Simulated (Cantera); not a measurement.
A closed system holds: 1 mol BF3, 49 mol N2, 0.46 mol H2, held at 1225 K and 5.70 mbar.

These are equilibrium values from Cantera (NASA tables, ideal gas, pure condensed phases), not measurements of a reactor. Candidate condensed phases: B, BN; 31 gas species. N2 is the only nitrogen source here; it is nearly inert below about 1500 K, so the nitride shown seldom forms there in practice. Kinetics and transport are ignored.

**Question.** What is the equilibrium state?

**Answer.** 
- x(N2) = 0.971
- x(BF3) = 0.0192
- x(H2) = 0.00827
- x(HF) = 0.00168
- x(BHF2) = 7.99e-6
- x(BF2) = 5.74e-6
- n(BN(s)) = 0.0281 mol
- gas amount = 50.46 mol
- log10 activity of B(s) (absent) = -4.96
